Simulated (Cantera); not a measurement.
Input (Python, Cantera) and output of one run.

```python
import numpy as np
import cantera as ct

gas_names = """
    CL CL2 H HCL H2 N NH NH2 NH3 N2 N2H2 N2H4 Si SiCL SiCL2 SiCL3 SiCL4 SiH SiHCL3 SiH2 SiH2CL2 SiH3
    SiH3CL SiH4 SiN Si2 Si2N Si3
""".split()
cond_names = """
    NH4CL(a) NH4CL(b) Si(cr) Si(L) Si3N4(a)
""".split()


def load(file, names, dense=False):
    # The tables refer to 1 bar. Condensed volumes are neglected.
    table = {s.name: s for s in ct.Species.list_from_file(file)}
    out = []
    for n in names:
        d = dict(table[n].input_data)
        d["thermo"] = dict(d["thermo"], **{"reference-pressure": 1e5})
        if dense:
            d["equation-of-state"] = {"model": "constant-volume", "density": "1e6 g/cm^3"}
        out.append(ct.Species.from_dict(d))
    return out


gas = ct.Solution(thermo="ideal-gas", species=load("nasa_gas.yaml", gas_names))
cond = {s.name: ct.Solution(thermo="fixed-stoichiometry", species=[s], name=s.name)
        for s in load("nasa_condensed.yaml", cond_names, dense=True)}
atoms = {
    'Si2Cl6': {'Si': 2, 'CL': 6},
    'N2': {'N': 2},
    'H2': {'H': 2},
}
top_T = {'Si3N4(a)': 2400}  # K; cautious upper limits of use, not melting points


def equilibrate(T, P, feed):
    n = {}
    for name, mol in feed.items():
        for a, k in atoms[name].items():
            n[a] = n.get(a, 0.0) + k * mol
    gas.TPX = T, P, n
    mass = sum(n.values()) * gas.mean_molecular_weight
    gas.equilibrate("TP")
    valid = [c for c in cond.values() if c.min_temp <= T <= top_T.get(c.name, c.max_temp)]
    mix = ct.Mixture([(gas, mass / gas.mean_molecular_weight)] + [(c, 0.0) for c in valid])
    mix.T, mix.P = T, P
    mix.equilibrate("TP", solver="vcs", rtol=1e-11, max_steps=5000)
    return mix


results = []
P = 1000  # Pa
for T in [1600, 1625, 1650, 1675, 1700, 1725, 1750, 1775, 1800, 1825, 1850, 1875]:
    for m in [3.5, 6.2, 8.9, 12, 14, 17, 20, 22]:
        feed = {'Si2Cl6': 1, 'N2': 18, 'H2': m}  # mol
        mix = equilibrate(T, P, feed)
        results.append((T, P, feed, dict(zip(mix.species_names, mix.species_moles))))

for T, P, feed, n in results:
    print(f"{T:7g} {feed['H2']:10.4g}  " + (" + ".join(c for c in cond_names if n.get(c, 0) > 1e-12) or "gas only"))
```

Output:

```
   1600        3.5  Si3N4(a)
   1600        6.2  Si3N4(a)
   1600        8.9  Si3N4(a)
   1600         12  Si3N4(a)
   1600         14  Si3N4(a)
   1600         17  Si3N4(a)
   1600         20  Si3N4(a)
   1600         22  Si3N4(a)
   1625        3.5  Si3N4(a)
   1625        6.2  Si3N4(a)
   1625        8.9  Si3N4(a)
   1625         12  Si3N4(a)
   1625         14  Si3N4(a)
   1625         17  Si3N4(a)
   1625         20  Si3N4(a)
   1625         22  Si3N4(a)
   1650        3.5  Si3N4(a)
   1650        6.2  Si3N4(a)
   1650        8.9  Si3N4(a)
   1650         12  Si3N4(a)
   1650         14  Si3N4(a)
   1650         17  Si3N4(a)
   1650         20  Si3N4(a)
   1650         22  Si3N4(a)
   1675        3.5  Si3N4(a)
   1675        6.2  Si3N4(a)
   1675        8.9  Si3N4(a)
   1675         12  Si3N4(a)
   1675         14  Si3N4(a)
   1675         17  Si3N4(a)
   1675         20  Si3N4(a)
   1675         22  Si3N4(a)
   1700        3.5  Si3N4(a)
   1700        6.2  Si3N4(a)
   1700        8.9  Si3N4(a)
   1700         12  Si3N4(a)
   1700         14  Si3N4(a)
   1700         17  Si3N4(a)
   1700         20  Si3N4(a)
   1700         22  Si3N4(a)
   1725        3.5  gas only
   1725        6.2  Si3N4(a)
   1725        8.9  Si3N4(a)
   1725         12  Si3N4(a)
   1725         14  Si3N4(a)
   1725         17  Si3N4(a)
   1725         20  Si3N4(a)
   1725         22  Si3N4(a)
   1750        3.5  gas only
   1750        6.2  Si3N4(a)
   1750        8.9  Si3N4(a)
   1750         12  Si3N4(a)
   1750         14  Si3N4(a)
   1750         17  Si3N4(a)
   1750         20  Si3N4(a)
   1750         22  Si3N4(a)
   1775        3.5  gas only
   1775        6.2  gas only
   1775        8.9  Si3N4(a)
   1775         12  Si(L)
   1775         14  Si(L)
   1775         17  Si(L)
   1775         20  Si(L)
   1775         22  Si(L)
   1800        3.5  gas only
   1800        6.2  gas only
   1800        8.9  Si(L)
   1800         12  Si(L)
   1800         14  Si(L)
   1800         17  Si(L)
   1800         20  Si(L)
   1800         22  Si(L)
   1825        3.5  gas only
   1825        6.2  gas only
   1825        8.9  Si(L)
   1825         12  Si(L)
   1825         14  Si(L)
   1825         17  Si(L)
   1825         20  Si(L)
   1825         22  Si(L)
   1850        3.5  gas only
   1850        6.2  gas only
   1850        8.9  Si(L)
   1850         12  Si(L)
   1850         14  Si(L)
   1850         17  Si(L)
   1850         20  Si(L)
   1850         22  Si(L)
   1875        3.5  gas only
   1875        6.2  gas only
   1875        8.9  Si(L)
   1875         12  Si(L)
   1875         14  Si(L)
   1875         17  Si(L)
   1875         20  Si(L)
   1875         22  Si(L)
```

Method: chemical equilibrium by Gibbs-energy minimisation in Cantera with the NASA 1993 tables (ideal gas, pure condensed phases). The feed counts by its element totals alone. The tables' values for SiCl3 are old estimates.
